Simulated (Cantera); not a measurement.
A closed system holds: 1 mol C2H2, 5.9 mol H2, held at 1523 K and 0.133 bar.

These are equilibrium values from Cantera (NASA tables, ideal gas, pure condensed phases), not measurements of a reactor. Candidate condensed phases: C, C6H6, C7H8, C8H18; 76 gas species. Rates play no part.

Q: What is the equilibrium state?

A: 
```json
{
  "x(H2)": "1.000",
  "x(CH4)": "0.000307",
  "x(H)": "6.33e-5",
  "x(C2H2 (acetylene))": "1.18e-5",
  "n(C(graphite))": "2.00 mol",
  "gas_amount": "6.898 mol"
}
```
